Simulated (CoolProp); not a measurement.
Model: reference Helmholtz-energy equation of state, Outcalt 1996, in CoolProp. It is a modified Benedict-Webb-Rubin equation, recast in Helmholtz form.

Q: Give the vapour pressure (MPa), vapour Z, liquid viscosity (µPa s), vapour viscosity (µPa s) of saturated R152A at -19.05, 80.75 °C.

A: 
| T (°C) | p (MPa) | vapour Z | liquid viscosity (µPa s) | vapour viscosity (µPa s) |
|---|---|---|---|---|
| -19.05 | 0.126 | 0.950 | 275 | 9.45 |
| 80.75 | 2.38 | 0.643 | 82.4 | 14.4 |

Viscosity comes from a separate model (Bell 2016), an estimate that may be off by 10 % or more.
